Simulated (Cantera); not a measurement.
Diamond growth

A diamond (100) surface in a fixed gas of H2 with x(CH4) = 0.0036, x(H) = 0.0011, at 925 K, 0.0160 bar; coverages are run to steady state.

Detailed kinetics in Cantera: the Harris–Goodwin 1993 mechanism for the reconstructed diamond (100) surface.

```tsv
x(CH3)	growth (µm/h)	θ c6HH	θ c6H*	θ c6*H	θ c6**	θ c6HM
1e-06	0.00535	0.668	0.0122	0.314	0.00528	0.000631
2.4e-06	0.0128	0.667	0.0122	0.313	0.00527	0.00151
5.7e-06	0.0304	0.666	0.0121	0.312	0.00525	0.00358
1.4e-05	0.0740	0.661	0.0121	0.310	0.00521	0.00874
3.3e-05	0.172	0.652	0.0119	0.306	0.00511	0.0203
7.9e-05	0.395	0.629	0.0115	0.295	0.00488	0.0467
0.00019	0.871	0.582	0.0106	0.272	0.00440	0.103
0.00045	1.73	0.497	0.00898	0.231	0.00354	0.204
0.0011	3.00	0.369	0.00660	0.170	0.00231	0.355
```
θ: site fractions in the mechanism's names (c6HH fully hydrogenated, c6H* and c6*H radical sites, c6** diradical, c6HM methylated).
